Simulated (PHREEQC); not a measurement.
A column of 0.5 m (40 cells, dispersivity 0.04 m, 60 s a shift, diffusion coefficient 3e-10 m²/s) holds 0.00043 eq of the database's cation exchanger X per kg of pore water, first in equilibrium with 1.6 mmol/kgw NH4Cl and 0.01 mmol/kgw HCl. It is flushed with 0.44 mmol/kgw (NH4)2SO4 and 0.01 mmol/kgw HCl, at 40 °C. Values are for the last cell. No CO2 enters from the air. Precipitation was switched off in this run.

Base run: PHREEQC, ion-association model, phreeqc.dat. Each further column changes one thing. The table gives S in solution (mol/kgw).

```tsv
pore volumes	base	exchange capacity from 0.00043 to 0.00021 eq/kgw	dispersivity from 0.04 to 0.08 m
0	0	0	0
0.5125	2.50e-5	2.50e-5	6.27e-5
1.012	0.000259	0.000259	…
1.512	0.000395	0.000395	…
2.013	0.000431	0.000431	…
2.513	0.000438	0.000438	0.000432
3.013	0.000440	0.000440	…
```

**Question.** Fill in the missing entries.

**Answer.** 
- 1.012, dispersivity from 0.04 to 0.08 m: 0.000267
- 1.512, dispersivity from 0.04 to 0.08 m: 0.000376
- 2.013, dispersivity from 0.04 to 0.08 m: 0.000418
- 3.013, dispersivity from 0.04 to 0.08 m: 0.000437

Away from 25 °C the constants follow the database's enthalpies or fits; those with neither stay at their 25 °C values.
